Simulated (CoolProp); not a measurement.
Vapour-liquid equilibrium of R143a (1) + R236FA (2) at -20.95 °C; x and y are mole fractions of (1).

Values from CoolProp's multi-fluid Helmholtz-energy mixture model, Lemmon and Jacobsen 2000 and Pan 2012; pair parameters Bell 2016.

```
x     bubble pressure (MPa)  y at the bubble point  dew pressure at overall composition x (MPa)  liquid density (mol/L)
----  ---------------------  ---------------------  -------------------------------------------  ----------------------
0.05                0.05274                  0.243                                      0.04361                   10.03
0.2                 0.08754                  0.609                                      0.05039                   10.44
0.35                 0.1248                  0.773                                      0.05968                   10.87
0.5                  0.1641                  0.866                                      0.07318                   11.33
0.65                 0.2050                  0.924                                      0.09461                   11.80
0.8                  0.2470                  0.963                                       0.1340                   12.30
0.95                 0.2900                  0.992                                       0.2309                   12.81
```

No azeotrope shows between x = 0.05 and 0.95.

The pair parameters rest on a limited set of measurements; away from them the model extrapolates.
